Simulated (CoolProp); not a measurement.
The fluid at 437.38 K and 1.57 MPa expands adiabatically to 0.157 MPa with isentropic efficiency 0.85. The same conditions are run with several fluids, on thermodynamics alone (safety and materials aside).

The numbers come from the reference Helmholtz-energy equation of state of each fluid (nitrous oxide: Lemmon 2006; fluoroethane (R161): Wu 2012; sulfur dioxide: Gao 2016; chlorine: Thol 2021; R245fa: Akasaka 2015) in CoolProp.

| fluid | work (kJ/kg) | final temperature (K) | final density (kg/m³) |
|---|---|---|---|
| nitrous oxide | 127 | 296.2 | 2.83 |
| fluoroethane (R161) | 125 | 345.8 | 2.66 |
| sulfur dioxide | 84.3 | 294.9 | 4.22 |
| chlorine | 73.2 | 273.8 | 5.02 |
| R245fa | 45.6 | 381.4 | 6.79 |
